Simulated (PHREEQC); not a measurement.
Dissolve 15 mmol/kgw NH4HF2, 8.9 mmol/kgw (NH4)2SiF6, 0.45 mmol/kgw HBF4 and 0.1 mmol/kgw H2SO4 at 25 °C. Closed to the air; pH follows from the charge balance.

Equilibrium calculation in PHREEQC: ion-association model, wateq4f.dat.

No solid was allowed to form.

Question: Estimate the pH.

Answer: pH 3.13.

Question: In which forms is S present?

Answer: SO4-2 80 %, NH4SO4- 16 %, HSO4- 3.4 % of the S.

SiF6-2 is the database's only silicon fluoride. Real BF4- forms and hydrolyses slowly; the run takes it at equilibrium.
